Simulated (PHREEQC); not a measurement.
**Acid mine or pickling water: speciation**

Model water analysis in mg/kgw, 75 °C, pH 3.83, pe 12.5:

```json
[
 {"constituent": "Na", "mg/kgw": "49.6"},
 {"constituent": "K", "mg/kgw": "1.69"},
 {"constituent": "Ca", "mg/kgw": "69.3"},
 {"constituent": "Mg", "mg/kgw": "33.2"},
 {"constituent": "Cl", "mg/kgw": "84.6"},
 {"constituent": "S(6) as SO4", "mg/kgw": "389"},
 {"constituent": "Mn(2)", "mg/kgw": "0.218"},
 {"constituent": "Fe(3)", "mg/kgw": "74.6"},
 {"constituent": "B", "mg/kgw": "2.03"}
]
```

Valence states are taken as typed.

Equilibrium calculation in PHREEQC: ion-association model, phreeqc.dat.

Precipitation was switched off in this run.

Estimate the ionic strength.

ionic strength 0.0135 mol/kgw.

In which forms is Mn present?

Mn+2 69 %, MnSO4 30 % of the Mn.

The solution is supersaturated, for example in Jarosite-K, Hematite (slow to form), so a real one may precipitate; this is no full list. Species that the database lacks are ignored. Constants without temperature data keep their 25 °C values here.
